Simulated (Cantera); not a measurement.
# Stirred combustor or abatement burner

A perfectly stirred reactor is fed with 2.06 % CH4, 0.206 % C2H6, 1.73 % C3H8, 20.2 % O2, 75.8 % N2, equivalence ratio 0.67, at 1.90 bar; it is adiabatic with a 625 K inlet, and is followed from long to short residence time, starting on the burning branch (τ in s: 0.062, 0.035, 0.02, 0.011, 0.0064, 0.0036, 0.002, 0.0012, 0.00065, 0.00037, 0.00021, 0.00012, 6.7e-05).

Detailed kinetics in Cantera: GRI-Mech 3.0 (53 species, 325 reactions). GRI-Mech 3.0 was tuned for natural gas; its chemistry of propane as a main component is partial and can be far from experiment.

```
τ (s)    T (K)     x CH4   x C2H6   x C3H8      x CO    x HCO
-------  -----  --------  -------  -------  --------  -------
0.062     2058   1.46e-6  2.28e-8  1.93e-7  0.000767  1.22e-8
0.035     2055   2.30e-6  3.80e-8  3.22e-7  0.000961  2.20e-8
0.020     2051   3.46e-6  6.13e-8  5.20e-7   0.00125  3.92e-8
0.011     2044   5.22e-6  9.99e-8  8.47e-7   0.00172  7.34e-8
0.0064    2035   7.48e-6  1.53e-7  1.29e-6   0.00232  1.30e-7
0.0036    2023   1.09e-5  2.38e-7  1.98e-6   0.00319  2.39e-7
0.0020    2005   1.62e-5  3.72e-7  3.05e-6   0.00441  4.47e-7
0.0012    1986   2.30e-5  5.48e-7  4.41e-6   0.00578  7.66e-7
0.00065   1958   3.60e-5  8.82e-7  6.91e-6   0.00790  1.46e-6
0.00037   1925   5.60e-5  1.39e-6  1.06e-5    0.0104  2.61e-6
0.00021   1884   9.14e-5  2.29e-6  1.70e-5    0.0138  4.66e-6
0.00012   1834  0.000159  3.97e-6  2.90e-5    0.0183  8.25e-6
6.7e-5    1766  0.000329  8.14e-6  5.80e-5    0.0253  1.50e-5
```
x: mole fraction; the columns are a selection and need not sum to one.
